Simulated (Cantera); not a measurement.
Cantera run, input and output.

```python
import numpy as np
import cantera as ct

gas = ct.Solution("h2o2.yaml")
gas.TPX = 1300, 2300, {'H2': 0.12, 'O2': 1}
reactor = ct.IdealGasConstPressureReactor(gas, energy="off", clone=False)
net = ct.ReactorNet([reactor])
net.rtol, net.atol = 1e-08, 1e-18
show = ['H2', 'O2', 'O', 'OH', 'H2O2']
times = np.geomspace(8e-05, 200, 13)

steps = ct.SolutionArray(gas, extra=["t"])
rows = []
print(f"{'t/s':>10s}{'T/K':>9s}{'P/Pa':>11s}" + "".join(f"{s:>11s}" for s in show))
for t in times:
    while net.time < t:
        t_next = net.step()
        steps.append(gas.state, t=t_next)
    rows.append([np.interp(t, steps.t, y) for y in (steps.T, steps.P, *steps(*show).X.T)])
    print(f"{t:10.3e}{rows[-1][0]:9.1f}{rows[-1][1]:11.4g}" + "".join(f"{x:11.3e}" for x in rows[-1][2:]))
rate = np.gradient(steps.T, steps.t)
print("integrator steps:", len(steps.t))
if steps.T.max() > steps.T[0] + 200:
    print(f"time of steepest temperature rise: {steps.t[rate.argmax()]:.4e} s")
gas.TPX = 1300, 2300, {'H2': 0.12, 'O2': 1}
gas.equilibrate("TP")
print(f"equilibrium (TP): T = {gas.T:.1f} K  " + "  ".join(f"{s} {gas[s].X[0]:.3e}" for s in show))
```

Result:

```
       t/s      T/K       P/Pa         H2         O2          O         OH       H2O2
 8.000e-05   1300.0       2300  1.071e-01  8.929e-01  1.064e-07  7.882e-08  9.255e-11
 2.731e-04   1300.0       2300  1.071e-01  8.928e-01  1.908e-05  1.372e-05  1.130e-09
 9.320e-04   1300.0       2300  4.072e-03  8.187e-01  5.705e-02  9.263e-03  2.890e-07
 3.181e-03   1300.0       2300  2.707e-03  8.321e-01  4.697e-02  7.827e-03  2.629e-07
 1.086e-02   1300.0       2300  1.368e-03  8.610e-01  2.219e-02  5.638e-03  2.593e-07
 3.706e-02   1300.0       2300  2.578e-04  8.817e-01  4.037e-03  2.467e-03  1.616e-07
 1.265e-01   1300.0       2300  2.749e-05  8.860e-01  4.297e-04  8.108e-04  5.665e-08
 4.317e-01   1300.0       2300  3.482e-06  8.866e-01  5.483e-05  2.904e-04  1.632e-08
 1.474e+00   1300.0       2300  6.122e-07  8.867e-01  9.717e-06  1.223e-04  4.649e-09
 5.030e+00   1300.0       2300  1.470e-07  8.868e-01  2.345e-06  6.007e-05  1.518e-09
 1.717e+01   1300.0       2300  7.198e-08  8.868e-01  1.149e-06  4.205e-05  9.089e-10
 5.860e+01   1300.0       2300  6.924e-08  8.868e-01  1.106e-06  4.124e-05  8.865e-10
 2.000e+02   1300.0       2300  6.924e-08  8.868e-01  1.106e-06  4.124e-05  8.865e-10
integrator steps: 2156
equilibrium (TP): T = 1300.0 K  H2 6.924e-08  O2 8.868e-01  O 1.106e-06  OH 4.124e-05  H2O2 8.865e-10
```

Computed with Cantera and the H2/O2 subset of GRI-Mech 3.0, which has no nitrogen chemistry. Radical loss at walls, strong at low pressure, is not modelled. The temperature is held fixed by assumption; the heat of reaction is taken as removed at once.
